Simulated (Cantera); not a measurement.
An adiabatic, constant-volume homogeneous reactor starts with CH₄ : H₂ : O₂ : N₂ = 1 : 0.54 : 2.32 : 8.71 (molar parts), at 1200 K and 1.00 atm. Integrator tolerance rtol = 1e-08.

Model: GRI-Mech 3.0 (53 species, 325 reactions), integrated in Cantera.

What does this change do: initial temperature 1200 to 1750 K?


```tsv
quantity	before	after
time of steepest temperature rise	1.92 ms	59.6 µs
temperature at 1.00 s	2831 K	2968 K
equilibrium temperature	2831 K	2968 K
x(CH₄) at 1.00 s	<1e-12 (gas-phase equilibrium <1e-12)	<1e-12 (gas-phase equilibrium <1e-12)
x(H₂) at 1.00 s	0.0188 (gas-phase equilibrium 0.0188)	0.0277 (gas-phase equilibrium 0.0277)
x(O₂) at 1.00 s	0.0193 (gas-phase equilibrium 0.0193)	0.0241 (gas-phase equilibrium 0.0241)
x(O) at 1.00 s	0.00549 (gas-phase equilibrium 0.00549)	0.0118 (gas-phase equilibrium 0.0118)
x(C₂H₆) at 1.00 s	<1e-12 (gas-phase equilibrium <1e-12)	<1e-12 (gas-phase equilibrium <1e-12)
x(NO₂) at 1.00 s	3.36e-6 (gas-phase equilibrium 3.36e-6)	3.81e-6 (gas-phase equilibrium 3.81e-6)
```
